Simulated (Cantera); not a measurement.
Cantera run, input and output.

```python
import numpy as np
import cantera as ct

surf = ct.Interface("diamond.yaml", "diamond_100")
gas, bulk = surf.adjacent["gas"], surf.adjacent["diamond"]
k = surf.kinetics_species_index(bulk.species_names[0])
cover = ["c6HH", "c6H*", "c6*H", "c6**", "c6HM", "c6B"]

rows, drift = [], 0.0
print(f"{'xH':>10s}{'um/h':>11s}" + "".join(f"{s:>11s}" for s in cover))
for v in [0.0001, 0.00024, 0.00057, 0.0014, 0.0033, 0.0079, 0.019, 0.045, 0.11]:
    T, P, xH, xCH3 = 948, 11000, v, 0.0016
    gas.TPX = T, P, {"H": xH, "CH3": xCH3, "CH4": 0.01, "H2": 1 - xH - xCH3 - 0.01}
    surf.TP = bulk.TP = T, P
    surf.coverages = "c6H*:0.1, c6HH:0.9"
    surf.advance_coverages(100.0)
    before = surf.coverages
    surf.advance_coverages(100.0)
    drift = max(drift, np.max(np.abs(surf.coverages - before) / (surf.coverages + 1e-9)))
    rate = surf.net_production_rates[k] * bulk.mean_molecular_weight / bulk.density * 3.6e9
    rows.append([rate, *surf[cover].coverages])
    print(f"{v:10.4g}{rate:11.4e}" + "".join(f"{x:11.3e}" for x in rows[-1][1:]))
```

Output:

```
        xH       um/h       c6HH       c6H*       c6*H       c6**       c6HM        c6B
    0.0001 4.4388e+00  8.664e-02  1.419e-03  3.392e-02  1.230e-04  6.762e-01  1.205e-08
   0.00024 9.7023e+00  1.377e-01  2.584e-03  6.173e-02  4.276e-04  6.139e-01  2.633e-08
   0.00057 1.9258e+01  2.221e-01  4.491e-03  1.072e-01  1.193e-03  5.114e-01  5.226e-08
    0.0014 3.3916e+01  3.425e-01  7.207e-03  1.719e-01  2.588e-03  3.658e-01  9.203e-08
    0.0033 4.8846e+01  4.605e-01  9.890e-03  2.351e-01  4.119e-03  2.232e-01  1.325e-07
    0.0079 6.0370e+01  5.499e-01  1.199e-02  2.830e-01  5.340e-03  1.151e-01  1.638e-07
     0.019 6.7098e+01  6.012e-01  1.338e-02  3.102e-01  6.075e-03  5.315e-02  1.821e-07
     0.045 7.0527e+01  6.256e-01  1.449e-02  3.227e-01  6.482e-03  2.356e-02  1.914e-07
      0.11 7.2744e+01  6.368e-01  1.612e-02  3.274e-01  6.805e-03  9.913e-03  1.974e-07
```

Detailed kinetics in Cantera: the Harris–Goodwin 1993 mechanism for the reconstructed diamond (100) surface.
